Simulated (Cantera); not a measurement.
Input: 1 mol Si3N4, 0.001 mol H2O, 1.5 mol H2, equilibrated at 2223.15 K.

Method: chemical equilibrium by Gibbs-energy minimisation in Cantera with the NASA 1993 tables (ideal gas, pure condensed phases). Candidate condensed phases: H2O, Si, SiO2, Si2N2O, Si3N4; 35 gas species. Mutual solubility and eutectic melting of coexisting phases are not modelled. Gases not in the tables: Si2H6 and higher silanes. Rates play no part.

### Question
Which condensed phases are stable at each of these points (P (Pa)): 0.100, 0.750, 5.60, 42, 320, 2400, 18000, 130000, 1000000?

### Answer
| P (Pa) | condensed phases | Si condensed (%) |
|---|---|---|
| 0.100 | gas only | 0.0 |
| 0.750 | gas only | 0.0 |
| 5.60 | gas only | 0.0 |
| 42 | gas only | 0.0 |
| 320 | Si(l) | 77.9 |
| 2400 | Si(l) | 97.3 |
| 18000 | Si(l) | 99.6 |
| 130000 | Si(l) | 99.9 |
| 1000000 | Si(l) + Si3N4(s) | 99.9 |

From 0.100 Pa to 42.0 Pa nothing is condensed. From 3.20 mbar to 1.30 bar the condensed part is Si(l). At 10.0 bar the condensed part is Si(l) + Si3N4(s).
